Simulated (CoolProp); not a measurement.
Vapour-liquid equilibrium of carbon dioxide (1) + carbonyl sulfide (2) at 244.9 K; x and y are mole fractions of (1).

Values from CoolProp's multi-fluid Helmholtz-energy mixture model, Span 1996 and Lemmon 2006; pair parameters Bell 2016.

```csv
x,"bubble pressure, mixture model (bar)","bubble pressure, Raoult's law (bar)","y, mixture model","y, Raoult's law"
0.05,3.701,3.160,0.333,0.240
0.2,6.552,5.050,0.656,0.599
0.35,8.651,6.941,0.767,0.763
0.5,10.30,8.832,0.829,0.857
0.65,11.73,10.72,0.878,0.917
0.8,13.13,12.61,0.925,0.960
0.95,14.61,14.50,0.979,0.991
```

The largest gap from Raoult's law is +29.7 % in bubble pressure, at x = 0.2. No azeotrope shows between x = 0.05 and 0.95.

The pair parameters rest on a limited set of measurements; away from them the model extrapolates.
